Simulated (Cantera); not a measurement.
## Low-pressure radical oxidation in H2/O2

An isothermal, constant-pressure homogeneous reactor starts with H2 : O2 : N2 = 0.017 : 1 : 3 (molar parts), at 1050 K and 110 Pa.

Computed with Cantera and GRI-Mech 3.0 (53 species, 325 reactions). Radical loss at walls, strong at low pressure, is not modelled.

```
t (s)        x H2   x O2     x HO2      x NO    x H2O2
--------  -------  -----  --------  --------  --------
0.000100  0.00423  0.249    <1e-12    <1e-12    <1e-12
0.000228  0.00423  0.249    <1e-12    <1e-12    <1e-12
0.000518  0.00423  0.249  1.61e-12    <1e-12    <1e-12
0.00118   0.00423  0.249  3.66e-12    <1e-12    <1e-12
0.00268   0.00423  0.249  8.32e-12    <1e-12    <1e-12
0.00611   0.00423  0.249  1.89e-11    <1e-12    <1e-12
0.0139    0.00423  0.249  4.31e-11    <1e-12    <1e-12
0.0316    0.00423  0.249  9.82e-11    <1e-12    <1e-12
0.0720    0.00423  0.249  2.24e-10    <1e-12    <1e-12
0.164     0.00423  0.249  5.43e-10    <1e-12    <1e-12
0.373     0.00412  0.249   4.65e-8    <1e-12  4.08e-11
0.848     5.42e-5  0.245   6.47e-8  5.94e-10  9.07e-10
1.93      2.85e-5  0.245   5.64e-8   2.13e-9  5.84e-10
4.39      2.63e-5  0.245   5.48e-8   5.11e-9  5.89e-10
10.0      2.20e-5  0.246   5.16e-8   1.00e-8  6.00e-10
```
x: mole fraction; the columns are a selection and need not sum to one.

Equilibrium at this temperature and pressure: H2 9.36e-11, O2 0.247, HO2 8.46e-11, NO 5.62e-5, H2O2 <1e-12 (gas phase only).
